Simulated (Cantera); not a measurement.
**Ammonia decomposition in nitride growth gas**

An isothermal, constant-pressure homogeneous reactor starts with 10.4 % NH₃, 89.6 % N₂, at 2375 K and 13300 Pa.

Model: the gas-phase N/H chemistry of the illustrative SiF4/NH3 mechanism in the Surface Chemkin manual (1991), integrated in Cantera. Walls and surfaces, which speed up NH3 decomposition in real reactors, are not modelled.

```tsv
t (s)	x NH₃	x H	x NH₂	x N₂H₂	x N	x NH
4.00e-6	0.104	6.81e-6	2.95e-5	1.38e-10	3.42e-12	7.42e-9
1.13e-5	0.104	7.46e-6	9.45e-5	1.93e-9	1.51e-10	9.10e-8
3.17e-5	0.104	7.59e-6	0.000278	2.17e-8	4.24e-9	9.17e-7
8.94e-5	0.103	9.27e-6	0.000772	2.51e-7	7.34e-8	7.45e-6
0.000252	0.102	2.35e-5	0.00176	1.75e-6	4.76e-7	2.87e-5
0.000710	0.0968	7.02e-5	0.00198	2.99e-6	2.14e-6	5.11e-5
0.00200	0.0841	0.000155	0.00146	2.35e-6	5.54e-6	6.20e-5
0.00563	0.0571	0.000337	0.000948	1.42e-6	9.28e-6	6.38e-5
0.0159	0.0203	0.000740	0.000420	4.29e-7	1.08e-5	4.70e-5
0.0447	0.00113	0.00209	5.45e-5	1.72e-8	9.24e-6	1.60e-5
0.126	2.93e-6	0.00822	5.67e-7	7.03e-12	1.59e-6	6.81e-7
0.355	1.21e-7	0.0138	4.02e-8	<1e-12	3.35e-7	8.32e-8
1.00	7.23e-8	0.0142	2.48e-8	<1e-12	2.19e-7	5.28e-8
```
x: mole fraction; the columns are a selection and need not sum to one.

Equilibrium at this temperature and pressure: NH₃ 7.18e-8, H 0.0142, NH₂ 2.46e-8, N₂H₂ <1e-12, N 2.18e-7, NH 5.25e-8 (gas phase only).
